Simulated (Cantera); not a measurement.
An isothermal, constant-pressure homogeneous reactor starts with 10.4 % H₂, 14.8 % O₂, 74.8 % N₂, equivalence ratio 0.35, at 1098 K and 0.132 atm.

Model: GRI-Mech 3.0 (53 species, 325 reactions), integrated in Cantera. The temperature is held fixed by assumption; the heat of reaction is taken as removed at once.

x: mole fraction; the columns are a selection and need not sum to one.

```json
[
 {"t (s)": "4.00e-6", "x H₂": "0.104", "x O₂": "0.148", "x OH": "2.20e-12", "x O": "2.64e-12", "x NO₂": "<1e-12"},
 {"t (s)": "1.32e-5", "x H₂": "0.104", "x O₂": "0.148", "x OH": "1.56e-11", "x O": "2.44e-11", "x NO₂": "<1e-12"},
 {"t (s)": "4.35e-5", "x H₂": "0.104", "x O₂": "0.148", "x OH": "1.03e-10", "x O": "2.09e-10", "x NO₂": "<1e-12"},
 {"t (s)": "0.000143", "x H₂": "0.104", "x O₂": "0.148", "x OH": "1.92e-9", "x O": "4.19e-9", "x NO₂": "<1e-12"},
 {"t (s)": "0.000473", "x H₂": "0.104", "x O₂": "0.147", "x OH": "6.72e-6", "x O": "1.45e-5", "x NO₂": "<1e-12"},
 {"t (s)": "0.00156", "x H₂": "0.00450", "x O₂": "0.101", "x OH": "0.00182", "x O": "0.00482", "x NO₂": "2.05e-10"},
 {"t (s)": "0.00514", "x H₂": "0.000307", "x O₂": "0.101", "x OH": "0.000334", "x O": "0.000252", "x NO₂": "4.80e-9"},
 {"t (s)": "0.0169", "x H₂": "2.22e-5", "x O₂": "0.101", "x OH": "8.62e-5", "x O": "1.74e-5", "x NO₂": "2.73e-8"},
 {"t (s)": "0.0558", "x H₂": "(withheld)", "x O₂": "0.101", "x OH": "(withheld)", "x O": "(withheld)", "x NO₂": "(withheld)"},
 {"t (s)": "0.184", "x H₂": "2.80e-7", "x O₂": "0.101", "x OH": "1.37e-5", "x O": "4.22e-7", "x NO₂": "3.15e-8"},
 {"t (s)": "0.607", "x H₂": "5.93e-8", "x O₂": "0.101", "x OH": "6.76e-6", "x O": "1.03e-7", "x NO₂": "1.90e-8"},
 {"t (s)": "2.00", "x H₂": "(withheld)", "x O₂": "0.101", "x OH": "(withheld)", "x O": "(withheld)", "x NO₂": "(withheld)"}
]
```

Problem. What belongs in the gaps?

Solution. 
- 0.0558, x H₂: 2.00e-6
- 0.0558, x OH: 3.13e-5
- 0.0558, x O: 2.19e-6
- 0.0558, x NO₂: 3.95e-8
- 2.00, x H₂: 1.53e-8
- 2.00, x OH: 3.53e-6
- 2.00, x O: 2.83e-8
- 2.00, x NO₂: 1.12e-8
